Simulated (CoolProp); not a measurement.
Vapour-liquid equilibrium of propylene (1) + n-hexane (2) at 31.4 kPa; x and y are mole fractions of (1).

Model: multi-fluid Helmholtz-energy mixture model, Lemmon 2013 and Thol 2019; pair parameters Bell 2016, in CoolProp.

Q: Give the bubble temperature and the first vapour's composition at x = 0.55, 0.65, 0.75. Is there an azeotrope?

A: x = 0.55: -59.2 °C, y = 0.998; x = 0.65: -62.2 °C, y = 0.999; x = 0.75: -65.0 °C, y = 0.999. No azeotrope shows between x = 0.05 and 0.95.

Pair parameters are fitted to limited data, so mixtures are less certain than the pure fluids. The gap from Raoult's law changes sign with composition, which may be real or a fault of the pair parameters; it wasn't checked against measurements. With so large a gap from Raoult's law the liquid may split in two, which this calculation doesn't test in full.
